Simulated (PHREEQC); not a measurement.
Consider water at 25 °C with 0.21 mol HF, 0.0027 mol NaF, 0.0029 mol (NH4)2SiF6 and 0.00096 mol HCl per kg of water. Closed to the air; pH follows from the charge balance.

All values are PHREEQC results (ion-association model, wateq4f.dat), not measurements.

This is a speciation only: nothing precipitates in the calculation.

Task: Predict the pH.

Result: pH 1.99.

Task: In which forms is F present?

Result: HF 52 %, H2F2 33 %, SiF6-2 7.6 %, F- 4.0 %, HF2- 3.7 % of the F.

Species that the database lacks are ignored. wateq4f.dat counts part of the HF as a dimer, H2F2, which phreeqc.dat doesn't know; its constant is uncertain. SiF6-2 is the database's only silicon fluoride.
